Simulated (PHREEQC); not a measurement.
Solution (25 °C): 0.6 mol NaBr and 0.77 mol LiCl per kg of water. Closed to the air; pH follows from the charge balance.

Model: Pitzer model, pitzer.dat, run in PHREEQC.

Precipitation was switched off in this run.

### Question
Predict the activity of water, density, osmotic coefficient.

### Answer
activity of water 0.951; density 1.060 g/cm³; osmotic coefficient 1.027.

Species that the database lacks are ignored.
